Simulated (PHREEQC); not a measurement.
Make-up at 83 °C: 0.0012 mol Na2HAsO4 per kg of water. Closed to the air; pH follows from the charge balance.

Computed with PHREEQC (ion-association model, wateq4f.dat).

Precipitation was switched off in this run.

Task: Order these As species by the share of As that they hold, largest first: AsO4-3, HAsO4-2, H2AsO4-.

Result: HAsO4-2 (95 %), H2AsO4- (4.8 %), AsO4-3 (0.19 %)

The pH is 8.27 and the ionic strength 0.00355 mol/kgw. Complexes and solids missing from the database can't appear. At this temperature some constants are extrapolated from 25 °C, and those without enthalpy data are left unchanged.
